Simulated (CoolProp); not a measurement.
The fluid at 293.15 K and 0.401 MPa is compressed adiabatically to 2.73 MPa with isentropic efficiency 0.85. The same conditions are run with several fluids, on thermodynamics alone (safety and materials aside).

Model: reference Helmholtz-energy equation of state of each fluid (propylene: Lemmon 2013; carbonyl sulfide: Lemmon 2006; C3F8 (R218): Lemmon 2006; sulfur hexafluoride: Guder 2009; R115: Lemmon 2016), in CoolProp.

**Question.** Rank propylene, carbonyl sulfide, C3F8 (R218), sulfur hexafluoride, R115 by work (kJ/kg), highest first.

**Answer.** propylene (132), carbonyl sulfide (104), sulfur hexafluoride (36.9), R115 (31.2), C3F8 (R218) (23.5)

| fluid | final temperature (K) | final phase | final density (kg/m³) |
|---|---|---|---|
| propylene | 391.6 | gas | 43.1 |
| carbonyl sulfide | 448.9 | gas | 48.2 |
| C3F8 (R218) | 353.4 | supercritical | 342 |
| sulfur hexafluoride | 360.3 | gas | 162 |
| R115 | 362.5 | gas | 218 |
